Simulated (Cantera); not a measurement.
Cantera run:

```python
import numpy as np
import cantera as ct

gas_names = """
    N NO NO2 NO3 N2 N2O O O2 O3 Si SiN SiO SiO2 Si2 Si2N Si3
""".split()
cond_names = """
    Si(cr) Si(L) SiO2(Lqz) SiO2(hqz) SiO2(L) Si2N2O(s) Si3N4(a)
""".split()


# ... load() reads the species with a 1 bar reference pressure and builds the phases ...
atoms = {
    'Si3N4': {'Si': 3, 'N': 4},
    'O2': {'O': 2},
    'N2': {'N': 2},
    'N2O': {'N': 2, 'O': 1},
}
top_T = {'Si2N2O(s)': 2100, 'Si3N4(a)': 2400}  # K; cautious upper limits of use, not melting points


# ... equilibrate(T, P, feed) seeds the gas with the atoms and calls Mixture.equilibrate('TP', solver="vcs", rtol=1e-11, max_steps=5000) ...
results = []
feed = {'Si3N4': 1, 'O2': 0.19, 'N2': 120, 'N2O': 3.8}  # mol
T = 1300  # K
for P in [0.1, 1.5, 22, 320, 4600, 68000, 1000000]:
    mix = equilibrate(T, P, feed)
    results.append((T, P, feed, dict(zip(mix.species_names, mix.species_moles))))

top = {s: max(r[3][s] / sum(r[3][g] for g in gas_names) for r in results) for s in gas_names}
cols = sorted((s for s in top if top[s] > 0.001), key=lambda s: -top[s])[:5]
seen = [c for c in cond_names if any(r[3].get(c, 0) > 1e-12 for r in results)]
print("log10 of partial pressures in bar; condensed amounts in mol")
print(f"{'P/Pa':>10s}" + "".join(f"{s[:9]:>10s}" for s in cols + seen))
for T, P, feed, n in results:
    ng = sum(n[g] for g in gas_names)
    print(f"{P:10.4g}" + "".join(f"{np.log10(max(n[s] / ng * P / 1e5, 1e-99)):10.3f}" for s in cols)
          + "".join(f"{n.get(c, 0):10.4g}" for c in seen))
```

Output:

```
log10 of partial pressures in bar; condensed amounts in mol
      P/Pa        N2       SiO SiO2(hqz) Si2N2O(s)
       0.1    -6.006    -7.846      1.18         0
       1.5    -4.829    -6.739     1.271   0.09124
        22    -3.658    -7.130     1.773    0.5926
       320    -2.495    -7.517     1.786    0.6063
      4600    -1.337    -7.903     1.787    0.6067
   6.8e+04    -0.167    -8.293     1.787    0.6067
     1e+06     1.000    -8.682     1.787    0.6067
```

These are equilibrium values from Cantera (NASA tables, ideal gas, pure condensed phases), not measurements of a reactor. Mutual solubility and eutectic melting of coexisting phases are not modelled. The tables hold silica as quartz up to 1696 K and as liquid above; real silica turns to tridymite and cristobalite and melts near 1996 K.
